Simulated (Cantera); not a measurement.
A closed system holds: 1 mol Fe₃O₄, 2 mol H₂, 2.4 mol N₂, at 1.33 mbar.

Equilibrium computed with Cantera from the NASA thermochemical tables; the gas is ideal and each condensed phase is pure. Candidate condensed phases: Fe, FeO, Fe(OH)₂, Fe(OH)₃, Fe₂O₃, Fe₃O₄, H₂O; 27 gas species. The tables' stoichiometric FeO is somewhat more stable than real wüstite, so its field is too wide. FeO: taken at fixed stoichiometry. The numbers say what is thermodynamically allowed, not how fast it happens.

Question: At 1773 K, list the 5 most abundant gas species with their mole fractions, and the condensed phases.

Answer: N₂ 0.541, H₂O 0.231, H₂ 0.217, Fe 0.00639, H 0.00363. Condensed: FeO(l).
